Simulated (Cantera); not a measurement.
Cantera run, input and output.

```python
import numpy as np
import cantera as ct

gas = ct.Solution("gri30.yaml")
gas.TPX = 348, 69000, {'CO': 1, 'H2': 0.2, 'CH4': 0.1, 'O2': 0.833, 'N2': 3.13}
flame = ct.FreeFlame(gas, width=0.052)
flame.set_refine_criteria(ratio=3, slope=0.08, curve=0.16)
flame.transport_model = "mixture-averaged"
flame.solve(loglevel=0, auto=True)
z, T = flame.grid, flame.T
thick = (T[-1] - T[0]) / np.gradient(T, z).max()
show = ['CO', 'H2', 'CH4', 'NO', 'O', 'O2']
print(f"laminar burning velocity  {flame.velocity[0] * 100:.3f} cm/s")
print(f"burnt temperature         {T[-1]:.1f} K")
print(f"thermal thickness         {thick * 1e3:.4f} mm")
print(f"grid points               {len(z)}")
z0 = z[flame.heat_release_rate.argmax()]
print(f"{'z/mm':>9s}{'T/K':>9s}{'u/(m/s)':>9s}" + "".join(f"{s:>11s}" for s in show))
rows = []
for k in (-3, -2, -1.5, -1, -0.5, -0.25, 0, 0.25, 0.5, 1, 2, 4, 8):
    zz = z0 + k * thick
    rows.append([k * thick, np.interp(zz, z, T), np.interp(zz, z, flame.velocity),
                 *(np.interp(zz, z, flame.X[gas.species_index(s)]) for s in show)])
    print(f"{rows[-1][0] * 1e3:9.3f}{rows[-1][1]:9.1f}{rows[-1][2]:9.3f}" + "".join(f"{x:11.3e}" for x in rows[-1][3:]))
```

Result:

```
laminar burning velocity  87.515 cm/s
burnt temperature         2340.0 K
thermal thickness         0.6964 mm
grid points               158
     z/mm      T/K  u/(m/s)         CO         H2        CH4         NO          O         O2
   -2.089    348.0    0.875  1.900e-01  3.799e-02  1.900e-02  9.886e-17  5.587e-13  1.583e-01
   -1.393    348.0    0.875  1.900e-01  3.788e-02  1.900e-02  2.501e-13  5.713e-11  1.583e-01
   -1.045    348.0    0.875  1.901e-01  3.764e-02  1.901e-02  2.191e-12  4.616e-10  1.583e-01
   -0.696    348.7    0.876  1.903e-01  3.667e-02  1.902e-02  4.990e-11  7.738e-09  1.585e-01
   -0.348    407.8    1.019  1.898e-01  3.134e-02  1.867e-02  1.287e-08  1.671e-06  1.575e-01
   -0.174    754.7    1.876  1.798e-01  2.440e-02  1.478e-02  2.746e-07  1.897e-04  1.427e-01
    0.000   1225.7    3.021  1.584e-01  1.559e-02  4.111e-03  1.537e-06  3.164e-03  1.052e-01
    0.174   1476.3    3.590  1.250e-01  8.161e-03  1.396e-04  4.662e-06  9.519e-03  7.144e-02
    0.348   1601.8    3.844  9.832e-02  6.553e-03  1.565e-06  8.841e-06  1.178e-02  5.605e-02
    0.696   1743.9    4.125  7.534e-02  6.816e-03  3.293e-10  1.662e-05  1.125e-02  4.528e-02
    1.393   1883.6    4.412  6.559e-02  6.284e-03  2.543e-15  2.766e-05  8.779e-03  3.988e-02
    2.786   2015.6    4.680  5.811e-02  5.098e-03  4.525e-17  4.309e-05  6.000e-03  3.553e-02
    5.571   2129.3    4.903  4.909e-02  3.940e-03  1.325e-17  7.188e-05  3.879e-03  3.090e-02
```

Detailed kinetics in Cantera: GRI-Mech 3.0 (53 species, 325 reactions). Burning velocities carry a grid error of a few per cent, more on coarse grids.
